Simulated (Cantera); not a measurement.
# Adiabatic ignition

An adiabatic, constant-pressure homogeneous reactor starts with 5.96 % CO, 6.55 % H2, 18.4 % O2, 69.1 % N2, at 1100 K and 15000 Torr.

Detailed kinetics in Cantera: GRI-Mech 3.0 (53 species, 325 reactions). The hydrogen kinetics of GRI-Mech 3.0 are dated; newer H2 mechanisms differ, most at raised pressure. The pressure lies above the range GRI-Mech 3.0 was tuned for (to about 10 atm).

```json
[
 {"t (s)": "3.00e-6", "T (K)": "1100", "x CO": "0.0596", "x H2": "0.0655", "x O2": "0.184", "x H2O": "9.74e-9", "x HO2": "2.70e-8", "x NO": "<1e-12"},
 {"t (s)": "7.98e-6", "T (K)": "1100", "x CO": "0.0596", "x H2": "0.0655", "x O2": "0.184", "x H2O": "3.60e-8", "x HO2": "7.65e-8", "x NO": "<1e-12"},
 {"t (s)": "2.12e-5", "T (K)": "1100", "x CO": "0.0596", "x H2": "0.0655", "x O2": "0.184", "x H2O": "1.64e-7", "x HO2": "2.23e-7", "x NO": "<1e-12"},
 {"t (s)": "5.64e-5", "T (K)": "1100", "x CO": "0.0596", "x H2": "0.0655", "x O2": "0.184", "x H2O": "1.02e-6", "x HO2": "7.43e-7", "x NO": "<1e-12"},
 {"t (s)": "0.000150", "T (K)": "1100", "x CO": "0.0596", "x H2": "0.0655", "x O2": "0.184", "x H2O": "1.02e-5", "x HO2": "3.77e-6", "x NO": "<1e-12"},
 {"t (s)": "0.000399", "T (K)": "1103", "x CO": "0.0594", "x H2": "0.0653", "x O2": "0.184", "x H2O": "0.000219", "x HO2": "2.84e-5", "x NO": "<1e-12"},
 {"t (s)": "0.00106", "T (K)": "2036", "x CO": "8.16e-5", "x H2": "1.66e-5", "x O2": "0.129", "x H2O": "0.0694", "x HO2": "4.02e-6", "x NO": "6.18e-6"},
 {"t (s)": "0.00282", "T (K)": "2036", "x CO": "7.03e-5", "x H2": "1.63e-5", "x O2": "0.129", "x H2O": "0.0694", "x HO2": "4.00e-6", "x NO": "3.08e-5"},
 {"t (s)": "0.00751", "T (K)": "2036", "x CO": "7.02e-5", "x H2": "1.63e-5", "x O2": "0.129", "x H2O": "0.0694", "x HO2": "4.00e-6", "x NO": "9.59e-5"},
 {"t (s)": "0.0200", "T (K)": "2035", "x CO": "7.00e-5", "x H2": "1.63e-5", "x O2": "0.129", "x H2O": "0.0694", "x HO2": "3.99e-6", "x NO": "0.000267"},
 {"t (s)": "0.0531", "T (K)": "2034", "x CO": "6.95e-5", "x H2": "1.62e-5", "x O2": "0.129", "x H2O": "0.0694", "x HO2": "3.97e-6", "x NO": "0.000710"},
 {"t (s)": "0.141", "T (K)": "2032", "x CO": "6.83e-5", "x H2": "1.59e-5", "x O2": "0.128", "x H2O": "0.0694", "x HO2": "3.92e-6", "x NO": "0.00178"},
 {"t (s)": "0.376", "T (K)": "2027", "x CO": "6.60e-5", "x H2": "1.55e-5", "x O2": "0.127", "x H2O": "0.0694", "x HO2": "3.82e-6", "x NO": "0.00382"},
 {"t (s)": "1.00", "T (K)": "2023", "x CO": "6.39e-5", "x H2": "1.50e-5", "x O2": "0.126", "x H2O": "0.0695", "x HO2": "3.74e-6", "x NO": "0.00574"}
]
```
x: mole fraction; the columns are a selection and need not sum to one.

* **time of steepest temperature rise**: 0.940 ms
* **temperature at 1.00 s**: 2023 K
* **equilibrium temperature**: 2022 K
* **x(CO) at 1.00 s**: 6.39e-5 (gas-phase equilibrium 6.36e-5)
* **x(H2) at 1.00 s**: 1.50e-5 (gas-phase equilibrium 1.49e-5)
* **x(O2) at 1.00 s**: 0.126 (gas-phase equilibrium 0.126)
